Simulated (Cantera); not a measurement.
**C₂H₂ + CO₂ (carbon deposition, reforming and gasification)**

Charge: 1 mol C₂H₂, 2.6 mol CO₂, equilibrated at 1298 K.

These are equilibrium values from Cantera (NASA tables, ideal gas, pure condensed phases), not measurements of a reactor. Candidate condensed phases: C, C₆H₆, C₇H₈, C₈H₁₈, H₂O; 110 gas species. The ideal-gas law is rough above about 30 bar. Rates play no part.

From 10.0 Pa to 18.0 bar nothing is condensed. At 100 bar the condensed part is C(graphite). The main C-bearing gas is CO throughout.

```json
[
 {"P (Pa)": "10", "x CO": "0.742", "x CO₂": "0.0790", "x H₂": "0.150", "x H₂O": "0.0281", "x CH₄": "<1e-12", "x H": "4.16e-5", "x HCHO (formaldehyde)": "5.30e-12", "n C(graphite)": "0"},
 {"P (Pa)": "56", "x CO": "0.742", "x CO₂": "0.0790", "x H₂": "0.150", "x H₂O": "0.0281", "x CH₄": "2.09e-12", "x H": "1.76e-5", "x HCHO (formaldehyde)": "2.97e-11", "n C(graphite)": "0"},
 {"P (Pa)": "320", "x CO": "0.742", "x CO₂": "0.0790", "x H₂": "0.150", "x H₂O": "0.0281", "x CH₄": "6.82e-11", "x H": "7.35e-6", "x HCHO (formaldehyde)": "1.70e-10", "n C(graphite)": "0"},
 {"P (Pa)": "1800", "x CO": "0.742", "x CO₂": "0.0790", "x H₂": "0.150", "x H₂O": "0.0281", "x CH₄": "2.16e-9", "x H": "3.10e-6", "x HCHO (formaldehyde)": "9.55e-10", "n C(graphite)": "0"},
 {"P (Pa)": "10000", "x CO": "0.742", "x CO₂": "0.0790", "x H₂": "0.150", "x H₂O": "0.0281", "x CH₄": "6.66e-8", "x H": "1.31e-6", "x HCHO (formaldehyde)": "5.31e-9", "n C(graphite)": "0"},
 {"P (Pa)": "56000", "x CO": "0.742", "x CO₂": "0.0790", "x H₂": "0.150", "x H₂O": "0.0281", "x CH₄": "2.09e-6", "x H": "5.55e-7", "x HCHO (formaldehyde)": "2.97e-8", "n C(graphite)": "0"},
 {"P (Pa)": "320000", "x CO": "0.742", "x CO₂": "0.0791", "x H₂": "0.150", "x H₂O": "0.0281", "x CH₄": "6.80e-5", "x H": "2.32e-7", "x HCHO (formaldehyde)": "1.70e-7", "n C(graphite)": "0"},
 {"P (Pa)": "1800000", "x CO": "0.741", "x CO₂": "0.0813", "x H₂": "0.147", "x H₂O": "0.0283", "x CH₄": "0.00200", "x H": "9.68e-8", "x HCHO (formaldehyde)": "9.32e-7", "n C(graphite)": "0"},
 {"P (Pa)": "10000000", "x CO": "0.609", "x CO₂": "0.196", "x H₂": "0.117", "x H₂O": "0.0663", "x CH₄": "0.0109", "x H": "3.67e-8", "x HCHO (formaldehyde)": "3.39e-6", "n C(graphite)": "0.626"}
]
```
x: gas mole fraction; n: condensed amount in mol.
